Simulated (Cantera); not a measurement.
## Premixed flame

A freely propagating, adiabatic, planar premixed flame of H2 : O2 : N2 = 1 : 0.278 : 1.19 (molar parts), equivalence ratio 1.8, unburnt at 423 K and 3230 Torr; mixture-averaged transport, grid criteria slope 0.08 and curve 0.16, no radiation.

Computed with Cantera and the H2/O2 subset of GRI-Mech 3.0, which has no nitrogen chemistry. The hydrogen kinetics of GRI-Mech 3.0 are dated; newer H2 mechanisms differ, most at raised pressure. Burning velocities carry a grid error of a few per cent, more on coarse grids.

| z (mm) | T (K) | u (m/s) | x H2 | x O2 | x O | x H2O2 | x HO2 | x H2O |
|---|---|---|---|---|---|---|---|---|
| -0.179 | 423 | 4.45 | 0.405 | 0.113 | <1e-8 | <1e-8 | <1e-8 | <1e-8 |
| -0.120 | 423 | 4.45 | 0.405 | 0.113 | <1e-8 | <1e-8 | <1e-8 | 2.83e-8 |
| -0.0897 | 423 | 4.45 | 0.405 | 0.113 | <1e-8 | <1e-8 | 5.98e-8 | 5.27e-7 |
| -0.0598 | 424 | 4.46 | 0.404 | 0.113 | 4.61e-8 | 9.66e-8 | 1.51e-6 | 1.08e-5 |
| -0.0299 | 481 | 4.96 | 0.391 | 0.114 | 5.37e-6 | 2.39e-5 | 0.000364 | 0.00191 |
| -0.0150 | 776 | 7.75 | 0.354 | 0.107 | 0.000168 | 9.58e-5 | 0.000756 | 0.0270 |
| 0 | 1189 | 11.6 | 0.293 | 0.0808 | 0.00116 | 3.42e-5 | 0.000319 | 0.0883 |
| 0.0150 | 1490 | 14.3 | 0.233 | 0.0434 | 0.00224 | 4.66e-6 | 0.000145 | 0.161 |
| 0.0299 | 1659 | 15.9 | 0.197 | 0.0177 | 0.00188 | 1.94e-6 | 5.66e-5 | 0.209 |
| 0.0598 | 1802 | 17.2 | 0.180 | 0.00271 | 0.000897 | 8.92e-7 | 8.24e-6 | 0.239 |
| 0.120 | 1909 | 18.1 | 0.183 | 0.000351 | 0.000469 | 4.36e-7 | 1.22e-6 | 0.246 |
| 0.239 | 1996 | 18.8 | 0.189 | 0.000135 | 0.000224 | 2.12e-7 | 5.28e-7 | 0.249 |
| 0.479 | 2059 | 19.3 | 0.193 | 5.25e-5 | 8.73e-5 | 9.61e-8 | 2.22e-7 | 0.251 |
x: mole fraction of selected species; z is measured from the peak of heat release.

The laminar burning velocity comes out as 445 cm/s, the thermal thickness is 0.0598 mm and the peak x(O) is 0.00226. The peak x(H2O2) is 9.59e-5, the peak x(HO2) is 0.000931 and the grid points comes out as 111.
